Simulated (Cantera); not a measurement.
Standard-state values (1 bar) from the NASA 1993 polynomials, evaluated with Cantera. Values are per mole of reaction as written; species without (g) are pure solids or liquids, kept so even where they would boil at 1 bar.

### Question
Between 1448 and 2648 K, where is each reaction favourable under standard conditions?
- Sr(OH)2 + O(g) = 2 OH(g) + SrO

### Answer
- Sr(OH)2 + O(g) = 2 OH(g) + SrO: ΔG° is 10 kJ at 1448 K and -76 kJ at 2648 K; it changes sign between 1448 and 1598 K. ΔH° is 82 kJ and ΔS° 60 J/K at 2648 K.
